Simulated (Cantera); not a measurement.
What does this Cantera script print?

```python
import numpy as np
import cantera as ct

gas = ct.Solution("gri30.yaml")
gas.TPX = 1123, 101325, {'CH4': 1, 'O2': 1, 'N2': 3.76}
reactor = ct.IdealGasReactor(gas, energy="on", clone=False)
net = ct.ReactorNet([reactor])
net.rtol, net.atol = 1e-08, 1e-16
show = ['CH4', 'O2', 'NO', 'NO2', 'H2', 'CO', 'H2O']
times = np.geomspace(2e-06, 7, 11)

steps = ct.SolutionArray(gas, extra=["t"])
rows = []
print(f"{'t/s':>10s}{'T/K':>9s}{'P/Pa':>11s}" + "".join(f"{s:>11s}" for s in show))
for t in times:
    while net.time < t:
        t_next = net.step()
        steps.append(gas.state, t=t_next)
    rows.append([np.interp(t, steps.t, y) for y in (steps.T, steps.P, *steps(*show).X.T)])
    print(f"{t:10.3e}{rows[-1][0]:9.1f}{rows[-1][1]:11.4g}" + "".join(f"{x:11.3e}" for x in rows[-1][2:]))
rate = np.gradient(steps.T, steps.t)
print("integrator steps:", len(steps.t))
if steps.T.max() > steps.T[0] + 200:
    print(f"time of steepest temperature rise: {steps.t[rate.argmax()]:.4e} s")
gas.TPX = 1123, 101325, {'CH4': 1, 'O2': 1, 'N2': 3.76}
gas.equilibrate("UV")
print(f"equilibrium (UV): T = {gas.T:.1f} K  " + "  ".join(f"{s} {gas[s].X[0]:.3e}" for s in show))
```

Output:

```
       t/s      T/K       P/Pa        CH4         O2         NO        NO2         H2         CO        H2O
 2.000e-06   1123.0  1.013e+05  1.736e-01  1.736e-01  3.269e-25  2.891e-33  1.330e-12  6.501e-19  6.651e-13
 9.025e-06   1123.0  1.013e+05  1.736e-01  1.736e-01  5.539e-24  1.072e-30  9.333e-12  6.438e-17  1.079e-11
 4.072e-05   1123.0  1.013e+05  1.736e-01  1.736e-01  6.453e-23  2.429e-28  5.636e-11  6.063e-15  1.723e-10
 1.838e-04   1123.0  1.013e+05  1.736e-01  1.736e-01  1.075e-21  7.482e-26  5.176e-10  5.948e-13  3.746e-09
 8.292e-04   1123.0  1.013e+05  1.736e-01  1.736e-01  2.598e-20  2.953e-23  1.128e-08  7.217e-11  1.160e-07
 3.742e-03   1123.0  1.013e+05  1.736e-01  1.736e-01  9.982e-19  9.889e-21  4.881e-07  1.805e-08  4.064e-06
 1.688e-02   1123.3  1.014e+05  1.735e-01  1.736e-01  1.278e-17  9.120e-19  5.964e-06  1.586e-06  4.342e-05
 7.619e-02   1126.3  1.016e+05  1.730e-01  1.732e-01  2.292e-16  1.599e-16  8.639e-05  7.435e-05  4.456e-04
 3.438e-01   2507.7  2.666e+05  9.365e-11  9.263e-06  1.302e-04  1.243e-09  1.617e-01  1.305e-01  1.293e-01
 1.551e+00   2507.7  2.666e+05  9.365e-11  9.263e-06  1.302e-04  1.243e-09  1.617e-01  1.305e-01  1.293e-01
 7.000e+00   2507.7  2.666e+05  9.365e-11  9.263e-06  1.302e-04  1.243e-09  1.617e-01  1.305e-01  1.293e-01
integrator steps: 2578
time of steepest temperature rise: 1.9802e-01 s
equilibrium (UV): T = 2507.7 K  CH4 1.055e-10  O2 9.263e-06  NO 1.302e-04  NO2 1.243e-09  H2 1.617e-01  CO 1.305e-01  H2O 1.293e-01
```

Model: GRI-Mech 3.0 (53 species, 325 reactions), integrated in Cantera.
